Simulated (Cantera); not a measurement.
Mixture: CH4 : O2 : N2 = 1 : 1.25 : 4.7 (molar parts), equivalence ratio 1.6, at 1.01 bar, adiabatic and at constant volume. Ignition delay is the time to a rise of 400 K.

Model: GRI-Mech 3.0 (53 species, 325 reactions), integrated in Cantera.

Task: Predict: delay at 1250 K; delay at 1325 K; delay at 1400 K; delay at 1475 K; delay at 1550 K; apparent activation energy between 1400 and 1550 K.

Result: 
| Quantity | Result |
|---|---|
| delay at 1250 K | 27.4 ms |
| delay at 1325 K | 10.2 ms |
| delay at 1400 K | 4.04 ms |
| delay at 1475 K | 1.72 ms |
| delay at 1550 K | 0.797 ms |
| apparent activation energy between 1400 and 1550 K | 200 kJ/mol |
